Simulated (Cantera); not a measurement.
# Thermodynamics of halide evaporation, hydrolysis and transport, feed MgF2 + H2O + N2

A closed system holds: 1 mol MgF2, 0.12 mol H2O, 15 mol N2, held at 1.20 mbar.

These are equilibrium values from Cantera (NASA tables, ideal gas, pure condensed phases), not measurements of a reactor. Candidate condensed phases: H2O, Mg, MgF2, MgO, Mg(OH)2; 50 gas species. Mutual solubility and eutectic melting of coexisting phases are not modelled. Equilibrium is a limit: real reactors are often held back by kinetics, nucleation or transport.

From 1050 K to 1450 K the condensed part is MgF2(s) + MgO(s). From 1550 K to 1950 K the condensed part is MgO(s). The main Mg-bearing gas is MgF2 throughout.

```csv
T (K),x N2,x MgF2,x HF,x H2O,n MgF2(s),n MgO(s)
1050,0.987,1.09e-7,0.0104,0.00271,0.921,0.0788
1150,0.985,4.82e-6,0.0145,0.000627,0.889,0.110
1250,0.984,0.000114,0.0155,0.000120,0.880,0.118
1350,0.983,0.00166,0.0157,2.70e-5,0.855,0.120
1450,0.968,0.0165,0.0155,7.21e-6,0.625,0.120
1550,0.931,0.0546,0.0149,4.77e-6,0,0.120
1650,0.930,0.0546,0.0149,1.01e-5,0,0.119
1750,0.930,0.0545,0.0148,1.94e-5,0,0.117
1850,0.929,0.0542,0.0147,3.45e-5,0,0.109
1950,0.927,0.0534,0.0145,5.72e-5,0,0.0795
```
x: gas mole fraction; n: condensed amount in mol.
